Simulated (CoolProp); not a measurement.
Properties of CHF3 (R23) at several states (Tc = 26.1 °C, pc = 4.832 MPa, ω = 0.263).

Computed with CoolProp (reference Helmholtz-energy equation of state, Penoncello 2003).

```json
[
 {"T (°C)": "-7.95", "p (MPa)": "19.8", "phase": "liquid", "speed of sound (m/s)": "603.9", "Joule-Thomson coefficient (K/MPa)": "-0.08941", "expansivity (1/kK)": "3.227", "viscosity (µPa s)": "148", "conductivity (mW/(m K))": "100"},
 {"T (°C)": "-11.65", "p (MPa)": "24.8", "phase": "liquid", "speed of sound (m/s)": "654.2", "Joule-Thomson coefficient (K/MPa)": "-0.1552", "expansivity (1/kK)": "2.867", "viscosity (µPa s)": "163", "conductivity (mW/(m K))": "105"},
 {"T (°C)": "126.65", "p (MPa)": "1.31", "phase": "gas", "speed of sound (m/s)": "229.5", "Joule-Thomson coefficient (K/MPa)": "5.566", "expansivity (1/kK)": "2.862", "viscosity (µPa s)": "19.6", "conductivity (mW/(m K))": "20.5"},
 {"T (°C)": "182.95", "p (MPa)": "0.0395", "phase": "gas", "speed of sound (m/s)": "248.9", "Joule-Thomson coefficient (K/MPa)": "3.926", "expansivity (1/kK)": "2.198", "viscosity (µPa s)": "21.9", "conductivity (mW/(m K))": "22.0"}
]
```

Viscosity comes from a separate model (Shan 2000). Thermal conductivity comes from a separate model (Shan 2000).
